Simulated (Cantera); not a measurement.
An adiabatic, constant-pressure homogeneous reactor starts with CH3OH : O2 : N2 = 1 : 0.714 : 2.69 (molar parts), equivalence ratio 2.1, at 1098 K and 210000 Pa. Integrator tolerance rtol = 1e-08.

Computed with Cantera and GRI-Mech 3.0 (53 species, 325 reactions). GRI-Mech 3.0 was tuned for natural gas; its chemistry of methanol as a main component is partial and can be far from experiment.

Problem. What does this change do: pressure from 210000 Pa to 2300000 Pa?

Solution. 
```tsv
quantity	before	after
time of steepest temperature rise	27.5 ms	4.75 ms
temperature at 2.00 s	2251 K	2260 K
equilibrium temperature	2251 K	2260 K
x(CH3OH) at 2.00 s	<1e-12 (gas-phase equilibrium <1e-12)	3.66e-11 (gas-phase equilibrium 3.75e-11)
x(O2) at 2.00 s	2.73e-6 (gas-phase equilibrium 2.73e-6)	2.80e-7 (gas-phase equilibrium 2.80e-7)
x(NO) at 2.00 s	3.96e-5 (gas-phase equilibrium 3.96e-5)	1.30e-5 (gas-phase equilibrium 1.30e-5)
x(CH2CO) at 2.00 s	<1e-12 (gas-phase equilibrium <1e-12)	9.39e-12 (gas-phase equilibrium 1.03e-11)
x(C2H6) at 2.00 s	<1e-12 (gas-phase equilibrium <1e-12)	<1e-12 (gas-phase equilibrium <1e-12)
x(CO2) at 2.00 s	0.0385 (gas-phase equilibrium 0.0385)	0.0384 (gas-phase equilibrium 0.0384)
x(O) at 2.00 s	4.25e-6 (gas-phase equilibrium 4.25e-6)	4.36e-7 (gas-phase equilibrium 4.36e-7)
```
The pressure lies above the range GRI-Mech 3.0 was tuned for (to about 10 atm).

Problem. What does this change do: initial temperature 1098 to 973 K?

Solution. 
```csv
quantity,before,after
time of steepest temperature rise,27.5 ms,0.471 s
temperature at 2.00 s,2251 K,2148 K
equilibrium temperature,2251 K,2148 K
x(CH3OH) at 2.00 s,<1e-12 (gas-phase equilibrium <1e-12),<1e-12 (gas-phase equilibrium <1e-12)
x(O2) at 2.00 s,2.73e-6 (gas-phase equilibrium 2.73e-6),7.26e-7 (gas-phase equilibrium 7.26e-7)
x(NO) at 2.00 s,3.96e-5 (gas-phase equilibrium 3.96e-5),1.62e-5 (gas-phase equilibrium 1.62e-5)
x(CH2CO) at 2.00 s,<1e-12 (gas-phase equilibrium <1e-12),<1e-12 (gas-phase equilibrium <1e-12)
x(C2H6) at 2.00 s,<1e-12 (gas-phase equilibrium <1e-12),<1e-12 (gas-phase equilibrium <1e-12)
x(CO2) at 2.00 s,0.0385 (gas-phase equilibrium 0.0385),0.0400 (gas-phase equilibrium 0.0400)
x(O) at 2.00 s,4.25e-6 (gas-phase equilibrium 4.25e-6),1.14e-6 (gas-phase equilibrium 1.14e-6)
```
Below about 1000 K GRI-Mech 3.0 lacks low-temperature oxidation paths.
